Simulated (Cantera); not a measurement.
Charge: 1 mol acetone, 0.33 mol O2, 10 mol H2.

Cantera equilibrium calculation (NASA polynomials, part measured and part estimated; ideal gas, pure solids and liquids). Candidate condensed phases: C, C6H6, C7H8, C8H18, H2O; 110 gas species. The feed counts by its element totals alone. The ideal-gas law is rough above about 30 bar. Equilibrium is a limit: real reactors are often held back by kinetics, nucleation or transport.

Problem. What condenses at these points (T in K, P in Pa): (1125, 100000); (1275, 1000000); (1125, 10000000); (1875, 1000000); (825, 100)?

Solution. 
```
T (K)   P in Pa  condensed phases  C condensed (%)
-----  --------  ----------------  ---------------
1125     100000                 C             37.7
1275    1000000                 C             21.6
1125   10000000          gas only              0.0
1875    1000000                 C             42.2
825         100                 C             45.2
```
